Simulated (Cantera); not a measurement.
Cantera run:

```python
import numpy as np
import cantera as ct

gas_names = """
    AL ALN ALO ALO2 AL2 AL2O AL2O2 N NO NO2 NO3 N2 N2O O O2 O3 Si SiN SiO SiO2 Si2 Si2N Si3
""".split()
cond_names = """
    AL(cr) AL(L) ALN(s) AL2O3(a) AL2O3(L) AL2SiO5(an) AL6Si2O13(s) Si(cr) Si(L) SiO2(Lqz) SiO2(hqz)
    SiO2(L) Si2N2O(s) Si3N4(a)
""".split()


# ... load() reads the species with a 1 bar reference pressure and builds the phases ...
atoms = {
    'SiO2': {'Si': 1, 'O': 2},
    'Al2O3': {'AL': 2, 'O': 3},
    'N2': {'N': 2},
}
top_T = {'ALN(s)': 2750, 'AL2SiO5(an)': 2000, 'AL6Si2O13(s)': 2100, 'Si2N2O(s)': 2100, 'Si3N4(a)': 2400}  # K; cautious upper limits of use, not melting points


# ... equilibrate(T, P, feed) seeds the gas with the atoms and calls Mixture.equilibrate('TP', solver="vcs", rtol=1e-11, max_steps=5000) ...
results = []
feed = {'SiO2': 1, 'Al2O3': 0.51, 'N2': 6.4}  # mol
P = 930000  # Pa
for T in [875, 975, 1075, 1175, 1275, 1375, 1475, 1575]:
    mix = equilibrate(T, P, feed)
    results.append((T, P, feed, dict(zip(mix.species_names, mix.species_moles))))

top = {s: max(r[3][s] / sum(r[3][g] for g in gas_names) for r in results) for s in gas_names}
cols = sorted((s for s in top if top[s] > 0.0001), key=lambda s: -top[s])[:7]
seen = [c for c in cond_names if any(r[3].get(c, 0) > 1e-12 for r in results)]
print("log10 of partial pressures in bar; condensed amounts in mol")
print(f"{'T/K':>10s}" + "".join(f"{s[:9]:>10s}" for s in cols + seen))
for T, P, feed, n in results:
    ng = sum(n[g] for g in gas_names)
    print(f"{T:10.4g}" + "".join(f"{np.log10(max(n[s] / ng * P / 1e5, 1e-99)):10.3f}" for s in cols)
          + "".join(f"{n.get(c, 0):10.4g}" for c in seen))
```

Output:

```
log10 of partial pressures in bar; condensed amounts in mol
       T/K        N2 AL2SiO5(a AL6Si2O13 SiO2(hqz) Si2N2O(s)
       875     0.968      0.51         0      0.49  5.13e-12
       975     0.968      0.51         0      0.49 1.034e-12
      1075     0.968      0.51         0      0.49         0
      1175     0.968      0.51         0      0.49         0
      1275     0.968         0      0.17      0.66         0
      1375     0.968         0      0.17      0.66         0
      1475     0.968         0      0.17      0.66         0
      1575     0.968         0      0.17      0.66         0
```

These are equilibrium values from Cantera (NASA tables, ideal gas, pure condensed phases), not measurements of a reactor. Mutual solubility and eutectic melting of coexisting phases are not modelled. The tables hold silica as quartz up to 1696 K and as liquid above; real silica turns to tridymite and cristobalite and melts near 1996 K. Condensed phases not in the tables: alloys, solid solutions and most ternary compounds.
